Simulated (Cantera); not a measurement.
Input: 1 mol Si3N4, 0.056 mol Si, 0.92 mol H2, held at 2473.15 K and 89.0 Pa.

These are equilibrium values from Cantera (NASA tables, ideal gas, pure condensed phases), not measurements of a reactor. Candidate condensed phases: Si, Si3N4; 18 gas species. The tables' values for SiN are old estimates; treat these amounts as uncertain. The numbers say what is thermodynamically allowed, not how fast it happens.

Base state: Si 0.464, N2 0.306, H 0.173, H2 0.0538, Si2 0.00127, SiH 0.000883, SiN 0.000803, Si2N 7.72e-5 (mole fractions); condensed: gas only.

What changes in the equilibrium state with this change: temperature from 2473.15 K to 1450 K?


```json
[
 {"species": "H2", "before": "0.0538", "after": "0.980"},
 {"species": "N2", "before": "0.306", "after": "0.0192"},
 {"species": "H", "before": "0.173", "after": "0.000314"},
 {"species": "Si", "before": "0.464", "after": "3.46e-6"},
 {"species": "Si2", "before": "0.00127", "after": "3.06e-9"},
 {"species": "SiN", "before": "0.000803", "after": "2.29e-8"},
 {"species": "Si3", "before": "2.36e-5", "after": "<1e-9"},
 {"species": "Si(s), mol", "before": "0", "after": "0.0831"},
 {"species": "Si3N4(s), mol", "before": "0", "after": "0.991"}
]
```
Mutual solubility and eutectic melting of coexisting phases are not modelled.
